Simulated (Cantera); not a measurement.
Moist CO burnout

An isothermal, constant-pressure homogeneous reactor starts with 0.566 % CO, 2.11 % O2, 1.44 % H2O, 95.9 % N2, at 1173 K and 0.610 bar.

Computed with Cantera and GRI-Mech 3.0 (53 species, 325 reactions).

```json
[
 {"t (s)": "0.000200", "x CO": "0.00566", "x O2": "0.0211", "x H2O": "0.0144", "x N2O": "<1e-12", "x HO2": "1.32e-11"},
 {"t (s)": "0.000397", "x CO": "0.00566", "x O2": "0.0211", "x H2O": "0.0144", "x N2O": "<1e-12", "x HO2": "6.20e-11"},
 {"t (s)": "0.000790", "x CO": "0.00566", "x O2": "0.0211", "x H2O": "0.0144", "x N2O": "<1e-12", "x HO2": "4.29e-10"},
 {"t (s)": "0.00157", "x CO": "0.00566", "x O2": "0.0211", "x H2O": "0.0144", "x N2O": "1.23e-12", "x HO2": "5.01e-9"},
 {"t (s)": "0.00312", "x CO": "0.00566", "x O2": "0.0211", "x H2O": "0.0144", "x N2O": "6.07e-11", "x HO2": "2.48e-7"},
 {"t (s)": "0.00620", "x CO": "0.00485", "x O2": "0.0206", "x H2O": "0.0142", "x N2O": "2.51e-8", "x HO2": "3.52e-6"},
 {"t (s)": "0.0123", "x CO": "0.00175", "x O2": "0.0191", "x H2O": "0.0143", "x N2O": "1.40e-7", "x HO2": "2.93e-6"},
 {"t (s)": "0.0245", "x CO": "0.000508", "x O2": "0.0185", "x H2O": "0.0144", "x N2O": "2.08e-7", "x HO2": "1.63e-6"},
 {"t (s)": "0.0487", "x CO": "0.000135", "x O2": "0.0184", "x H2O": "0.0144", "x N2O": "2.45e-7", "x HO2": "6.70e-7"},
 {"t (s)": "0.0968", "x CO": "3.33e-5", "x O2": "0.0183", "x H2O": "0.0144", "x N2O": "2.65e-7", "x HO2": "2.12e-7"},
 {"t (s)": "0.192", "x CO": "7.64e-6", "x O2": "0.0183", "x H2O": "0.0144", "x N2O": "2.73e-7", "x HO2": "5.82e-8"},
 {"t (s)": "0.382", "x CO": "1.62e-6", "x O2": "0.0183", "x H2O": "0.0144", "x N2O": "2.72e-7", "x HO2": "1.54e-8"},
 {"t (s)": "0.760", "x CO": "3.07e-7", "x O2": "0.0183", "x H2O": "0.0144", "x N2O": "2.64e-7", "x HO2": "4.34e-9"},
 {"t (s)": "1.51", "x CO": "4.72e-8", "x O2": "0.0183", "x H2O": "0.0144", "x N2O": "2.44e-7", "x HO2": "1.49e-9"},
 {"t (s)": "3.00", "x CO": "5.54e-9", "x O2": "0.0183", "x H2O": "0.0144", "x N2O": "2.07e-7", "x HO2": "7.73e-10"}
]
```
x: mole fraction; the columns are a selection and need not sum to one.

Equilibrium at this temperature and pressure: CO 4.92e-10, O2 0.0183, H2O 0.0144, N2O 3.19e-9, HO2 5.31e-10 (gas phase only).
